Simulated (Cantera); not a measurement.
## Ignition delay

Mixture: 3.64 % CO, 0.437 % H₂, 3.17 % CH₄, 19.0 % O₂, 71.7 % N₂, 2.04 % H₂O, equivalence ratio 0.44, at 9.87 atm, adiabatic and at constant pressure. Ignition delay is the time to a rise of 400 K.

Computed with Cantera and GRI-Mech 3.0 (53 species, 325 reactions).

| T0 (K) | delay (ms) |
|---|---|
| 1200 | 1.22 |
| 1250 | 0.703 |
| 1300 | 0.427 |
| 1350 | 0.268 |
| 1400 | 0.173 |
| 1450 | 0.114 |

```json
{
 "apparent activation energy between 1350 and 1450 K": "140 kJ/mol"
}
```
